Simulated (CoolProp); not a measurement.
Saturation properties of CH2F2 (R32).

Values from CoolProp's reference Helmholtz-energy equation of state, Tillner-Roth 1997.

| T (K) | p (kPa) | surface tension (mN/m) | liquid viscosity (µPa s) |
|---|---|---|---|
| 279.7 | 997.7 | 9.84 | 141 |
| 282.4 | 1082 | 9.38 | 136 |
| 285 | 1169 | 8.94 | 132 |
| 287.7 | 1264 | 8.49 | 127 |
| 290.4 | 1365 | 8.04 | 123 |
| 293 | 1468 | 7.62 | 119 |
| 295.7 | 1581 | 7.18 | 115 |
| 298.3 | 1696 | 6.76 | 111 |
| 301 | 1822 | 6.34 | 108 |
| 303.6 | 1950 | 5.93 | 104 |
| 306.3 | 2090 | 5.52 | 101 |

It boils at 221.5 K under 1 atm.

Viscosity comes from a separate model (Bell 2016), an estimate that may be off by 10 % or more. Surface tension comes from a separate correlation (Mulero 2012).
